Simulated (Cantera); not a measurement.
Input: 1 mol trisilylamine, 0.58 mol N2, equilibrated at 1702 °C and 98.0 mbar.

Cantera equilibrium calculation (NASA polynomials, part measured and part estimated; ideal gas, pure solids and liquids). Candidate condensed phases: Si, Si3N4; 18 gas species. The feed counts by its element totals alone. The tables' values for SiN are old estimates; treat these amounts as uncertain. Gases not in the tables: Si2H6 and higher silanes. Kinetics and transport are ignored.

Base state: H2 0.802, N2 0.193, H 0.00392, Si 0.000330, SiH2 7.38e-5, SiH 6.66e-5, Si2N 1.69e-5, SiN 1.25e-5 (mole fractions); condensed: Si(l).

What changes in the equilibrium state with this change: trisilylamine replaced by SiF4?


```json
[
 {"species": "SiF4", "before": "0", "after": "0.632"},
 {"species": "N2", "before": "0.193", "after": "0.367"},
 {"species": "F", "before": "0", "after": "0.000355"},
 {"species": "H2", "before": "0.802", "after": "0"},
 {"species": "H", "before": "0.00392", "after": "0"},
 {"species": "SiF3", "before": "0", "after": "0.000354"},
 {"species": "Si", "before": "0.000330", "after": "<1e-9"},
 {"species": "SiH2", "before": "7.38e-5", "after": "0"},
 {"species": "Si(l), mol", "before": "3.00", "after": "0"}
]
```
The tables' values for SiF3 are old estimates; treat these amounts as uncertain.

What changes in the equilibrium state with this change: temperature from 1702 °C to 902 °C?


```tsv
species	before	after
H2	0.802	1.000
H	0.00392	3.92e-7
N2	0.193	1.32e-7
SiH2	7.38e-5	7.10e-9
Si	0.000330	<1e-9
SiH	6.66e-5	<1e-9
Si2N	1.69e-5	<1e-9
Si(l), mol	3.00	0
Si(s), mol	0	1.38
Si3N4(s), mol	0	0.540
```
Mutual solubility and eutectic melting of coexisting phases are not modelled.

What changes in the equilibrium state with this change: temperature from 1702 °C to 927 °C?


```csv
species,before,after
H2,0.802,1.000
H,0.00392,6.30e-7
N2,0.193,2.91e-7
SiH2,7.38e-5,1.19e-8
Si,0.000330,<1e-9
SiH,6.66e-5,<1e-9
Si2N,1.69e-5,<1e-9
"Si(l), mol",3.00,0
"Si(s), mol",0,1.38
"Si3N4(s), mol",0,0.540
```
Mutual solubility and eutectic melting of coexisting phases are not modelled.
